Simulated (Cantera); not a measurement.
Input: 1 mol Ta, 0.35 mol O₂, 7.8 mol H₂, equilibrated at 2248 K and 75.0 Torr.

Method: chemical equilibrium by Gibbs-energy minimisation in Cantera with the NASA 1993 tables (ideal gas, pure condensed phases). Candidate condensed phases: H₂O, Ta, Ta₂O₅; 12 gas species. Mutual solubility and eutectic melting of coexisting phases are not modelled. Condensed phases not in the tables: N, O or C dissolved in the metal. The numbers say what is thermodynamically allowed, not how fast it happens.

Base state: H₂ 0.973, H 0.0229, H₂O 0.00410, TaO₂ 0.000374, TaO 8.00e-5, OH 1.45e-5 (mole fractions); condensed: Ta(s) + Ta₂O₅(l).

Task: What changes in the equilibrium state with this change: temperature from 2248 K to 2300 K?

Result: 
| species | before | after |
|---|---|---|
| H₂ | 0.973 | 0.964 |
| H | 0.0229 | 0.0301 |
| H₂O | 0.00410 | 0.00468 |
| TaO₂ | 0.000374 | 0.000700 |
| TaO | 8.00e-5 | 0.000155 |
| OH | 1.45e-5 | 2.35e-5 |
| Ta(s), mol | 0.732 | 0.733 |
| Ta₂O₅(l), mol | 0.132 | 0.130 |
